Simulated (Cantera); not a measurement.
## Adiabatic ignition

An adiabatic, constant-pressure homogeneous reactor starts with 6.57 % CH4, 1.05 % C2H6, 0.855 % C3H8, 19.2 % O2, 72.3 % N2, equivalence ratio 1.1, at 1023 K and 3.10 bar.

Detailed kinetics in Cantera: GRI-Mech 3.0 (53 species, 325 reactions).

```tsv
t (s)	T (K)	x CH4	x C2H6	x C3H8	x C2H4	x CH3	x NO	x H
8.00e-6	1023	0.0657	0.0105	0.00855	1.10e-9	1.98e-9	<1e-12	<1e-12
2.01e-5	1023	0.0657	0.0105	0.00855	3.12e-9	4.94e-9	<1e-12	<1e-12
5.04e-5	1023	0.0657	0.0105	0.00855	8.82e-9	1.20e-8	<1e-12	1.18e-12
0.000127	1023	0.0657	0.0105	0.00855	2.68e-8	2.81e-8	<1e-12	1.87e-12
0.000318	1023	0.0657	0.0105	0.00855	9.23e-8	6.01e-8	<1e-12	4.01e-12
0.000798	1023	0.0657	0.0105	0.00855	3.66e-7	1.17e-7	<1e-12	1.24e-11
0.00200	1023	0.0657	0.0105	0.00855	1.82e-6	2.66e-7	<1e-12	6.52e-11
0.00503	1023	0.0657	0.0105	0.00854	1.72e-5	1.03e-6	<1e-12	8.95e-10
0.0126	1025	0.0656	0.0103	0.00838	0.000364	4.28e-6	<1e-12	1.40e-8
0.0317	2635	<1e-12	<1e-12	<1e-12	<1e-12	<1e-12	0.00413	0.00308
0.0797	2635	<1e-12	<1e-12	<1e-12	<1e-12	<1e-12	0.00418	0.00308
0.200	2635	<1e-12	<1e-12	<1e-12	<1e-12	<1e-12	0.00418	0.00308
```
x: mole fraction; the columns are a selection and need not sum to one.

The time of steepest temperature rise is 24.5 ms. The temperature at 0.200 s comes out as 2635 K and the equilibrium temperature is 2635 K. The x(CH4) at 0.200 s is <1e-12 (gas-phase equilibrium <1e-12) and the x(C2H6) at 0.200 s is <1e-12 (gas-phase equilibrium <1e-12). The x(C3H8) at 0.200 s is <1e-12 (gas-phase equilibrium <1e-12).
